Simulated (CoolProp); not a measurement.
The fluid at 293.15 K and 1.37 MPa is throttled through a valve to 0.0406 MPa with no heat exchange. The same conditions are run with several fluids, on thermodynamics alone (safety and materials aside).

The numbers come from the reference Helmholtz-energy equation of state of each fluid (hydrogen sulfide: Lemmon 2006; ethylene: Smukala 2000; methane: Setzmann 1991; carbon monoxide: Lemmon 2006; nitrogen: Span 2000) in CoolProp.

**Question.** Rank hydrogen sulfide, ethylene, methane, carbon monoxide, nitrogen by temperature change (K), highest first.

**Answer.** nitrogen (-2.9), carbon monoxide (-3.5), methane (-6.1), ethylene (-15.4), hydrogen sulfide (-27.1)

```
fluid             final density (kg/m³)
----------------  ---------------------
hydrogen sulfide                  0.628
ethylene                          0.495
methane                           0.273
carbon monoxide                   0.472
nitrogen                          0.471
```
